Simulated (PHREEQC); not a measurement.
Acid rinse or clean

A solution holds 0.39 mol H2SO4, 0.22 mol NaCl and 0.0047 mol MnSO4 per kg of water, at 25 °C. Closed to the air; pH follows from the charge balance.

All values are PHREEQC results (ion-association model, wateq4f.dat), not measurements.

Each row changes one thing in this solution. No solid was allowed to form.

```json
[
 {"case": "as made", "pH": "0.49", "ionic strength (mol/kgw)": "0.695", "HSO4- (mol/kgw)": "0.347", "Na+ (mol/kgw)": "0.212", "SO4-2 (mol/kgw)": "0.0392", "NaSO4- (mol/kgw)": "0.00786", "SI of Mirabilite (Na2SO4:10H2O)": "-2.78", "SI of Halite (NaCl)": "-3.27"},
 {"case": "diluted 2-fold with water", "pH": "0.76", "ionic strength (mol/kgw)": "0.366", "HSO4- (mol/kgw)": "0.165", "Na+ (mol/kgw)": "0.106", "SO4-2 (mol/kgw)": "0.0286", "NaSO4- (mol/kgw)": "0.00359", "SI of Mirabilite (Na2SO4:10H2O)": "-3.34", "SI of Halite (NaCl)": "-3.84"},
 {"case": "MnSO4 from 0.0047 to 0.00047 mol/kgw", "pH": "0.48", "ionic strength (mol/kgw)": "0.688", "HSO4- (mol/kgw)": "0.344", "Na+ (mol/kgw)": "0.212", "SO4-2 (mol/kgw)": "0.0385", "NaSO4- (mol/kgw)": "0.00775", "SI of Mirabilite (Na2SO4:10H2O)": "-2.79", "SI of Halite (NaCl)": "-3.27"},
 {"case": "MnSO4 replaced by Rb2SO4 at the same molality", "pH": "0.49", "ionic strength (mol/kgw)": "0.693", "HSO4- (mol/kgw)": "0.347", "Na+ (mol/kgw)": "0.212", "SO4-2 (mol/kgw)": "0.0393", "NaSO4- (mol/kgw)": "0.00788", "SI of Mirabilite (Na2SO4:10H2O)": "-2.78", "SI of Halite (NaCl)": "-3.27"},
 {"case": "temperature from 25 to 45 °C", "pH": "0.50", "ionic strength (mol/kgw)": "0.671", "HSO4- (mol/kgw)": "0.361", "Na+ (mol/kgw)": "0.214", "SO4-2 (mol/kgw)": "0.0273", "NaSO4- (mol/kgw)": "0.00595", "SI of Mirabilite (Na2SO4:10H2O)": "-3.83", "SI of Halite (NaCl)": "-3.32"},
 {"case": "MnSO4 left out", "pH": "0.48", "ionic strength (mol/kgw)": "0.687", "HSO4- (mol/kgw)": "0.344", "Na+ (mol/kgw)": "0.212", "SO4-2 (mol/kgw)": "0.0385", "NaSO4- (mol/kgw)": "0.00774", "SI of Mirabilite (Na2SO4:10H2O)": "-2.79", "SI of Halite (NaCl)": "-3.27"},
 {"case": "temperature from 25 to 30 °C", "pH": "0.49", "ionic strength (mol/kgw)": "0.689", "HSO4- (mol/kgw)": "0.350", "Na+ (mol/kgw)": "0.213", "SO4-2 (mol/kgw)": "0.0360", "NaSO4- (mol/kgw)": "0.00739", "SI of Mirabilite (Na2SO4:10H2O)": "-3.05", "SI of Halite (NaCl)": "-3.28"},
 {"case": "NaCl from 0.22 to 0.11 mol/kgw", "pH": "0.49", "ionic strength (mol/kgw)": "0.583", "HSO4- (mol/kgw)": "0.352", "Na+ (mol/kgw)": "0.106", "SO4-2 (mol/kgw)": "0.0378", "NaSO4- (mol/kgw)": "0.00402", "SI of Mirabilite (Na2SO4:10H2O)": "-3.35", "SI of Halite (NaCl)": "-3.87"},
 {"case": "diluted 100-fold with water", "pH": "2.22", "ionic strength (mol/kgw)": "0.0117", "HSO4- (mol/kgw)": "0.00117", "Na+ (mol/kgw)": "0.00218", "SO4-2 (mol/kgw)": "0.00275", "NaSO4- (mol/kgw)": "1.95e-5", "SI of Mirabilite (Na2SO4:10H2O)": "-7.05", "SI of Halite (NaCl)": "-7.00"}
]
```

At this temperature some constants are extrapolated from 25 °C, and those without enthalpy data are left unchanged.
